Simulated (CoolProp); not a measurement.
Saturation properties of ethylene (Tc = 282.4 K, pc = 5.042 MPa, ω = 0.087).

Computed with CoolProp (reference Helmholtz-energy equation of state, Smukala 2000).

```tsv
T (K)	p (MPa)	vapour density (kg/m³)	enthalpy of vaporisation (kJ/kg)	liquid cp (kJ/(kg K))	surface tension (mN/m)
127.3	0.003290	0.08742	538.3	2.420	23.7
131.9	0.005405	0.1388	532.5	2.415	22.8
136.6	0.008634	0.2144	526.5	2.411	22.0
141.2	0.01320	0.3177	520.6	2.407	21.2
145.9	0.01973	0.4609	514.5	2.405	20.4
150.5	0.02845	0.6465	508.5	2.404	19.6
155.2	0.04033	0.8920	502.2	2.404	18.8
159.8	0.05549	1.197	495.9	2.407	18.0
164.5	0.07530	1.587	489.4	2.411	17.2
169.1	0.09967	2.056	482.8	2.417	16.4
173.8	0.1305	2.638	475.9	2.426	15.6
```

It boils at 169.4 K under 1 atm.

Surface tension comes from a separate correlation (Mulero 2012).
